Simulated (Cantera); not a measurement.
Cantera run, input and output.

```python
import numpy as np
import cantera as ct

gas = ct.Solution("h2o2.yaml")
gas.TPX = 600, 13332, {'H2': 1, 'O2': 0.357, 'N2': 1.34}
flame = ct.FreeFlame(gas, width=0.16)
flame.set_refine_criteria(ratio=3, slope=0.08, curve=0.16)
flame.transport_model = "mixture-averaged"
flame.solve(loglevel=0, auto=True)
z, T = flame.grid, flame.T
thick = (T[-1] - T[0]) / np.gradient(T, z).max()
show = ['H2', 'O2', 'HO2', 'O', 'H2O', 'OH']
print(f"laminar burning velocity  {flame.velocity[0] * 100:.3f} cm/s")
print(f"burnt temperature         {T[-1]:.1f} K")
print(f"thermal thickness         {thick * 1e3:.4f} mm")
print(f"grid points               {len(z)}")
z0 = z[flame.heat_release_rate.argmax()]
print(f"{'z/mm':>9s}{'T/K':>9s}{'u/(m/s)':>9s}" + "".join(f"{s:>11s}" for s in show))
rows = []
for k in (-3, -2, -1.5, -1, -0.5, -0.25, 0, 0.25, 0.5, 1, 2, 4, 8):
    zz = z0 + k * thick
    rows.append([k * thick, np.interp(zz, z, T), np.interp(zz, z, flame.velocity),
                 *(np.interp(zz, z, flame.X[gas.species_index(s)]) for s in show)])
    print(f"{rows[-1][0] * 1e3:9.3f}{rows[-1][1]:9.1f}{rows[-1][2]:9.3f}" + "".join(f"{x:11.3e}" for x in rows[-1][3:]))
```

Result:

```
laminar burning velocity  671.950 cm/s
burnt temperature         2419.0 K
thermal thickness         6.2527 mm
grid points               146
     z/mm      T/K  u/(m/s)         H2         O2        HO2          O        H2O         OH
  -18.758    600.0    6.719  3.708e-01  1.324e-01  1.341e-13  1.120e-16  2.298e-14  6.949e-18
  -12.505    600.0    6.719  3.708e-01  1.324e-01  3.304e-11  6.299e-14  7.124e-13  4.191e-15
   -9.379    600.0    6.719  3.708e-01  1.324e-01  1.565e-09  4.920e-12  3.027e-11  3.689e-13
   -6.253    600.0    6.720  3.708e-01  1.324e-01  3.302e-07  1.704e-09  1.433e-08  2.493e-10
   -3.126    607.1    6.793  3.695e-01  1.322e-01  4.620e-05  7.681e-06  4.575e-04  2.320e-05
   -1.563    723.1    8.015  3.471e-01  1.286e-01  3.190e-05  2.591e-04  1.082e-02  2.817e-04
    0.000   1115.2   12.022  1.946e-01  7.637e-02  1.248e-05  6.990e-03  1.186e-01  2.983e-03
    1.563   1379.3   14.687  9.186e-02  1.791e-02  2.778e-06  1.010e-02  2.270e-01  6.783e-03
    3.126   1484.5   15.698  8.890e-02  1.263e-02  1.748e-06  9.831e-03  2.376e-01  8.504e-03
    6.253   1612.7   16.899  9.486e-02  1.082e-02  1.292e-06  9.294e-03  2.422e-01  1.051e-02
   12.505   1759.6   18.235  1.010e-01  8.931e-03  9.296e-07  8.148e-03  2.483e-01  1.243e-02
   25.011   1917.0   19.623  1.062e-01  6.832e-03  6.448e-07  6.479e-03  2.564e-01  1.373e-02
   50.022   2071.5   20.942  1.099e-01  4.768e-03  4.488e-07  4.598e-03  2.659e-01  1.388e-02
```

Model: the H2/O2 subset of GRI-Mech 3.0, which has no nitrogen chemistry, integrated in Cantera. Burning velocities carry a grid error of a few per cent, more on coarse grids.
